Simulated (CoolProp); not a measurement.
n-undecane along the isobar 0.101 MPa: density (kg/m³) from the reference equation and from simpler models built on Tc = 638.8 K, pc = 1.990 MPa, ω = 0.539; each cubic takes its own stable root.

Computed with CoolProp (reference Helmholtz-energy equation of state, Aleksandrov 2011). It is a short technical equation, of lower accuracy than the large ones.

```csv
T (K),phase,reference
450,liquid,616.3
474.3,gas,4.283
498.5,gas,4.020
522.8,gas,3.796
547.1,gas,3.600
571.4,gas,3.427
595.7,gas,3.272
620,gas,3.132
```

How far does each simpler model (Soave-Redlich-Kwong, Peng-Robinson) lie from the reference over these 8 states: mean and median of the absolute difference, and the worst?


- Soave-Redlich-Kwong: mean 2.5 %, median 0.6 %, worst -14.9 % at 450 K and 0.101 MPa
- Peng-Robinson: mean 0.9 %, median 0.4 %, worst -3.9 % at 450 K and 0.101 MPa
